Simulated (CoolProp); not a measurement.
Properties of vinyl chloride along the isotherm 291.2 K (Tc = 425.0 K, pc = 5.600 MPa, ω = 0.160).

The numbers come from the reference Helmholtz-energy equation of state, Thol 2022 in CoolProp.

| p (MPa) | phase | speed of sound (m/s) | expansivity (1/kK) |
|---|---|---|---|
| 1.05 | liquid | 904.3 | 2.042 |
| 2.1 | liquid | 912.1 | 2.012 |
| 3.15 | liquid | 919.8 | 1.984 |
| 4.2 | liquid | 927.3 | 1.956 |
| 5.25 | liquid | 934.7 | 1.930 |
| 6.3 | liquid | 941.9 | 1.905 |
| 7.35 | liquid | 949.0 | 1.882 |
| 8.4 | liquid | 956.0 | 1.859 |
